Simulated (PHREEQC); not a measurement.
# Metal-bearing waste water (model solution)

Solution (25 °C): 0.0052 mol/kgw CuSO4, 0.018 mol/kgw HCl and 0.0065 mol/kgw Na2SO4. Closed to the air; pH follows from the charge balance.

The numbers come from PHREEQC with the ion-association model, phreeqc.dat.

Each row changes one thing in this solution. Precipitation was switched off in this run.

```csv
case,pH,ionic strength (mol/kgw),SO4-2 (mol/kgw),HSO4- (mol/kgw),Cu+2 (mol/kgw),CuSO4 (mol/kgw)
as made,1.92,0.0448,0.00621,0.00413,0.00394,0.00117
Na2SO4 left out,1.86,0.0319,0.00249,0.00207,0.00445,0.000631
0.0036 mol/kgw LiF added,2.02,0.0459,0.00668,0.00355,0.00388,0.00122
diluted 2-fold with water,2.18,0.0238,0.00373,0.00155,0.00207,0.000503
temperature from 25 to 30 °C,1.93,0.0443,0.00599,0.00437,0.00393,0.00115
Na2SO4 from 0.0065 to 0.00065 mol/kgw,1.86,0.0331,0.00284,0.00231,0.00439,0.000695
0.00025 mol/kgw Al(NO3)3 added,1.92,0.0454,0.00610,0.00407,0.00396,0.00114
temperature from 25 to 5 °C,1.90,0.0465,0.00700,0.00334,0.00399,0.00117
```

Species that the database lacks are ignored. At this temperature some constants are extrapolated from 25 °C, and those without enthalpy data are left unchanged.
